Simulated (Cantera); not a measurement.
A Cantera script and its output.

```python
import numpy as np
import cantera as ct

gas = ct.Solution("gri30.yaml")
gas.TPX = 773, 1600000, {'CO': 1, 'H2': 0.65, 'CH4': 0.032, 'O2': 1.43, 'N2': 5.39}
inlet = ct.Reservoir(gas, clone=True)
gas.equilibrate("HP")  # start burning
reactor = ct.IdealGasConstPressureReactor(gas, energy="on", clone=False)
exhaust = ct.Reservoir(gas, clone=True)
tau = [0.18, 0.067, 0.024, 0.0089, 0.0033, 0.0012, 0.00043, 0.00016, 5.8e-05, 2.1e-05][0]
for a, b in ((inlet, reactor), (reactor, exhaust)):
    ct.MassFlowController(a, b, mdot=lambda t: reactor.mass / tau)
net = ct.ReactorNet([reactor])
show = ['CO', 'H2', 'CH4', 'H2O', 'C2H6', 'NO', 'OH']

rows = []
print(f"{'tau/s':>10s}{'T/K':>9s}" + "".join(f"{s:>11s}" for s in show))
for tau in [0.18, 0.067, 0.024, 0.0089, 0.0033, 0.0012, 0.00043, 0.00016, 5.8e-05, 2.1e-05]:
    net.initial_time = 0.0
    net.advance(30 * tau)
    before = gas.X
    net.advance(40 * tau)
    drift = np.max(np.abs(gas.X - before) / (gas.X + 1e-9))
    rows.append([gas.T, *gas[show].X, drift])
    print(f"{tau:10.3e}{gas.T:9.1f}" + "".join(f"{x:11.3e}" for x in gas[show].X))
```

It prints:

```
     tau/s      T/K         CO         H2        CH4        H2O       C2H6         NO         OH
 1.800e-01   2297.2  1.488e-03  1.827e-04  8.098e-09  9.134e-02  5.398e-17  7.482e-03  2.612e-03
 6.700e-02   2299.1  1.519e-03  1.855e-04  2.145e-08  9.132e-02  3.748e-16  6.469e-03  2.641e-03
 2.400e-02   2302.2  1.591e-03  1.919e-04  5.824e-08  9.128e-02  2.710e-15  4.653e-03  2.698e-03
 8.900e-03   2305.0  1.744e-03  2.047e-04  1.510e-07  9.121e-02  1.775e-14  2.664e-03  2.781e-03
 3.300e-03   2304.8  2.089e-03  2.327e-04  3.845e-07  9.110e-02  1.116e-13  1.274e-03  2.906e-03
 1.200e-03   2298.8  2.920e-03  3.003e-04  9.517e-07  9.084e-02  6.471e-13  5.821e-04  3.150e-03
 4.300e-04   2282.2  4.812e-03  4.574e-04  2.189e-06  9.029e-02  3.050e-12  2.896e-04  3.643e-03
 1.600e-04   2249.8  8.403e-03  7.615e-04  4.525e-06  8.932e-02  1.074e-11  1.630e-04  4.409e-03
 5.800e-05   2190.6  1.499e-02  1.316e-03  9.412e-06  8.774e-02  3.558e-11  9.082e-05  5.335e-03
 2.100e-05   2090.8  2.640e-02  2.229e-03  2.122e-05  8.551e-02  1.366e-10  4.824e-05  5.970e-03
```

Detailed kinetics in Cantera: GRI-Mech 3.0 (53 species, 325 reactions). The pressure lies above the range GRI-Mech 3.0 was tuned for (to about 10 atm).
